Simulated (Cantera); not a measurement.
Input: 1 mol HMDSO, 6.4 mol O2, 11 mol N2, 3.8 mol NO, held at 1950 K and 0.133 bar.

These are equilibrium values from Cantera (NASA tables, ideal gas, pure condensed phases), not measurements of a reactor. The feed counts by its element totals alone. The tables hold silica as quartz up to 1696 K and as liquid above; real silica turns to tridymite and cristobalite and melts near 1996 K. Gases not in the tables: Si(OH)4. Rates play no part.

| species | before | after |
|---|---|---|
| N2 | 0.462 | 0.462 |
| H2O | 0.209 | 0.198 |
| CO | 0.151 | 0.141 |
| H2 | 0.113 | 0.125 |
| CO2 | 0.0635 | 0.0744 |
| SiO | 0.000131 | 1.21e-7 |
| NO | 1.10e-5 | 9.34e-8 |
| OH | 0.000177 | 3.27e-6 |
| H | 0.00106 | 5.25e-5 |
| SiO2(condensed), mol | 2.00 | 0 |
| SiO2(β-quartz), mol | 0 | 2.00 |
Gas species are given as mole fractions.

Name the change that produced these shifts.
A) NO from 3.8 to 30 mol
B) temperature from 1950 K to 823 K
C) temperature from 1950 K to 1600 K
D) pressure from 0.133 bar to 82.0 mbar

C, temperature from 1950 K to 1600 K
